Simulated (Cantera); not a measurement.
Mixture: C3H8 : O2 : N2 = 1 : 3.85 : 14.5 (molar parts), equivalence ratio 1.3, at 0.839 atm, adiabatic and at constant pressure. Ignition delay is the time to a rise of 400 K.

Cantera simulation using GRI-Mech 3.0 (53 species, 325 reactions); the numbers are that mechanism's predictions, not measurements. GRI-Mech 3.0 was tuned for natural gas; its chemistry of propane as a main component is partial and can be far from experiment.

Problem. What does this change do: pressure from 0.839 atm to 0.987 atm?

Solution. 
```
quantity                                                before       after
--------------------------------------------------  ----------  ----------
delay at 1125 K                                        34.6 ms     31.9 ms
delay at 1225 K                                        4.17 ms     3.87 ms
delay at 1325 K                                       0.736 ms    0.679 ms
delay at 1425 K                                       0.194 ms    0.176 ms
delay at 1525 K                                        71.7 µs     64.4 µs
apparent activation energy between 1475 and 1575 K  160 kJ/mol  170 kJ/mol
```

Problem. What does this change do: constant volume in place of constant pressure?

Solution. 
```json
[
 {"quantity": "delay at 1125 K", "before": "34.6 ms", "after": "32.5 ms"},
 {"quantity": "delay at 1225 K", "before": "4.17 ms", "after": "3.84 ms"},
 {"quantity": "delay at 1325 K", "before": "0.736 ms", "after": "0.670 ms"},
 {"quantity": "delay at 1425 K", "before": "0.194 ms", "after": "0.174 ms"},
 {"quantity": "delay at 1525 K", "before": "71.7 µs", "after": "63.6 µs"},
 {"quantity": "apparent activation energy between 1475 and 1575 K", "before": "160 kJ/mol", "after": "170 kJ/mol"}
]
```
